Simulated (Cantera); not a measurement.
Cantera run, input and output.

```python
import numpy as np
import cantera as ct

gas = ct.Solution("gri30.yaml")
gas.TPX = 1623, 101325, {'CH4': 1, 'O2': 0.909, 'N2': 3.42}
reactor = ct.IdealGasConstPressureReactor(gas, energy="on", clone=False)
net = ct.ReactorNet([reactor])
net.rtol, net.atol = 1e-08, 1e-16
show = ['CH4', 'O2', 'CH2CO', 'HCO', 'C2H4', 'CH2']
times = np.geomspace(6e-06, 2, 16)

steps = ct.SolutionArray(gas, extra=["t"])
rows = []
print(f"{'t/s':>10s}{'T/K':>9s}{'P/Pa':>11s}" + "".join(f"{s:>11s}" for s in show))
for t in times:
    while net.time < t:
        t_next = net.step()
        steps.append(gas.state, t=t_next)
    rows.append([np.interp(t, steps.t, y) for y in (steps.T, steps.P, *steps(*show).X.T)])
    print(f"{t:10.3e}{rows[-1][0]:9.1f}{rows[-1][1]:11.4g}" + "".join(f"{x:11.3e}" for x in rows[-1][2:]))
rate = np.gradient(steps.T, steps.t)
print("integrator steps:", len(steps.t))
if steps.T.max() > steps.T[0] + 200:
    print(f"time of steepest temperature rise: {steps.t[rate.argmax()]:.4e} s")
gas.TPX = 1623, 101325, {'CH4': 1, 'O2': 0.909, 'N2': 3.42}
gas.equilibrate("HP")
print(f"equilibrium (HP): T = {gas.T:.1f} K  " + "  ".join(f"{s} {gas[s].X[0]:.3e}" for s in show))
```

It prints:

```
       t/s      T/K       P/Pa        CH4         O2      CH2CO        HCO       C2H4        CH2
 6.000e-06   1622.9  1.013e+05  1.876e-01  1.706e-01  4.925e-15  1.054e-11  8.783e-10  9.583e-12
 1.401e-05   1622.9  1.013e+05  1.876e-01  1.706e-01  4.031e-13  7.896e-11  1.605e-08  5.201e-11
 3.270e-05   1622.7  1.013e+05  1.875e-01  1.705e-01  3.941e-11  7.673e-10  3.017e-07  3.539e-10
 7.634e-05   1622.7  1.013e+05  1.872e-01  1.704e-01  4.872e-09  9.853e-09  6.116e-06  2.697e-09
 1.782e-04   1625.7  1.013e+05  1.854e-01  1.695e-01  5.810e-07  1.364e-07  1.081e-04  1.901e-08
 4.160e-04   1699.8  1.013e+05  1.605e-01  1.535e-01  1.577e-04  6.162e-06  2.824e-03  7.708e-07
 9.712e-04   2520.3  1.013e+05  1.110e-05  6.923e-06  1.472e-07  2.099e-07  5.322e-09  5.749e-07
 2.267e-03   2502.5  1.013e+05  3.594e-11  1.166e-05  6.052e-14  2.220e-07  1.178e-17  3.485e-12
 5.293e-03   2501.8  1.013e+05  3.003e-11  1.221e-05  5.122e-14  2.253e-07  9.470e-18  3.004e-12
 1.236e-02   2502.3  1.013e+05  2.923e-11  1.230e-05  4.987e-14  2.256e-07  9.191e-18  2.929e-12
 2.884e-02   2502.6  1.013e+05  2.897e-11  1.233e-05  4.943e-14  2.257e-07  9.100e-18  2.906e-12
 6.734e-02   2502.6  1.013e+05  2.895e-11  1.233e-05  4.939e-14  2.257e-07  9.092e-18  2.904e-12
 1.572e-01   2502.6  1.013e+05  2.895e-11  1.233e-05  4.939e-14  2.257e-07  9.092e-18  2.904e-12
 3.670e-01   2502.6  1.013e+05  2.895e-11  1.233e-05  4.939e-14  2.257e-07  9.092e-18  2.904e-12
 8.567e-01   2502.6  1.013e+05  2.895e-11  1.233e-05  4.939e-14  2.257e-07  9.092e-18  2.904e-12
 2.000e+00   2502.6  1.013e+05  2.895e-11  1.233e-05  4.939e-14  2.257e-07  9.092e-18  2.904e-12
integrator steps: 1895
time of steepest temperature rise: 5.0444e-04 s
equilibrium (HP): T = 2502.6 K  CH4 3.249e-11  O2 1.233e-05  CH2CO 5.462e-14  HCO 2.257e-07  C2H4 1.004e-17  CH2 3.180e-12
```

Computed with Cantera and GRI-Mech 3.0 (53 species, 325 reactions).
